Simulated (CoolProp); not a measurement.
Saturation properties of dodecamethylcyclohexasiloxane (D6).

Values from CoolProp's reference Helmholtz-energy equation of state, Colonna 2008. It is a short technical equation, of lower accuracy than the large ones.

```json
[
 {"T (K)": "435.9", "p (MPa)": "0.01034", "liquid density (kg/m³)": "(withheld)", "vapour density (kg/m³)": "1.290", "liquid cp (kJ/(kg K))": "1.851", "surface tension (mN/m)": "8.51"},
 {"T (K)": "448.3", "p (MPa)": "(withheld)", "liquid density (kg/m³)": "797.4", "vapour density (kg/m³)": "1.913", "liquid cp (kJ/(kg K))": "1.877", "surface tension (mN/m)": "7.72"},
 {"T (K)": "460.8", "p (MPa)": "0.02312", "liquid density (kg/m³)": "781.9", "vapour density (kg/m³)": "2.768", "liquid cp (kJ/(kg K))": "(withheld)", "surface tension (mN/m)": "6.96"},
 {"T (K)": "473.2", "p (MPa)": "0.03311", "liquid density (kg/m³)": "766.2", "vapour density (kg/m³)": "(withheld)", "liquid cp (kJ/(kg K))": "1.929", "surface tension (mN/m)": "6.23"},
 {"T (K)": "485.6", "p (MPa)": "0.04630", "liquid density (kg/m³)": "750.1", "vapour density (kg/m³)": "5.383", "liquid cp (kJ/(kg K))": "1.956", "surface tension (mN/m)": "5.53"},
 {"T (K)": "498.1", "p (MPa)": "0.06353", "liquid density (kg/m³)": "733.2", "vapour density (kg/m³)": "(withheld)", "liquid cp (kJ/(kg K))": "1.983", "surface tension (mN/m)": "4.86"},
 {"T (K)": "510.5", "p (MPa)": "0.08530", "liquid density (kg/m³)": "715.9", "vapour density (kg/m³)": "9.764", "liquid cp (kJ/(kg K))": "2.010", "surface tension (mN/m)": "4.23"},
 {"T (K)": "522.9", "p (MPa)": "0.1126", "liquid density (kg/m³)": "697.9", "vapour density (kg/m³)": "(withheld)", "liquid cp (kJ/(kg K))": "2.039", "surface tension (mN/m)": "3.63"},
 {"T (K)": "535.3", "p (MPa)": "0.1463", "liquid density (kg/m³)": "678.9", "vapour density (kg/m³)": "16.78", "liquid cp (kJ/(kg K))": "2.069", "surface tension (mN/m)": "3.06"}
]
```

Problem. Fill in the missing entries.

Solution. 
- 435.9, liquid density (kg/m³): 812.4
- 448.3, p (MPa): 0.01567
- 460.8, liquid cp (kJ/(kg K)): 1.903
- 473.2, vapour density (kg/m³): 3.901
- 498.1, vapour density (kg/m³): 7.315
- 522.9, vapour density (kg/m³): 12.87

It boils at 518.1 K under 1 atm.

Surface tension comes from a separate correlation (Mulero 2014).
